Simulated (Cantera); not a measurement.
A closed system holds: 1 mol C3H8, 3.2 mol CO2, equilibrated at 1477 °C and 0.0430 bar.

Equilibrium computed with Cantera from the NASA thermochemical tables; the gas is ideal and each condensed phase is pure. Candidate condensed phases: C, C6H6, C7H8, C8H18, H2O; 110 gas species. Equilibrium is a limit: real reactors are often held back by kinetics, nucleation or transport.

Base state: CO 0.602, H2 0.378, H2O 0.0136, CO2 0.00598, H 0.000690 (mole fractions); condensed: gas only.

What changes in the equilibrium state with this change: temperature from 1477 °C to 650 °C?


```
species             before    after
----------------  --------  -------
CO                   0.602    0.553
H2                   0.378    0.389
CO2                0.00598   0.0415
H2O                 0.0136   0.0143
CH4                1.48e-9  0.00152
H                 0.000690    <1e-9
C(graphite), mol         0    0.334
```
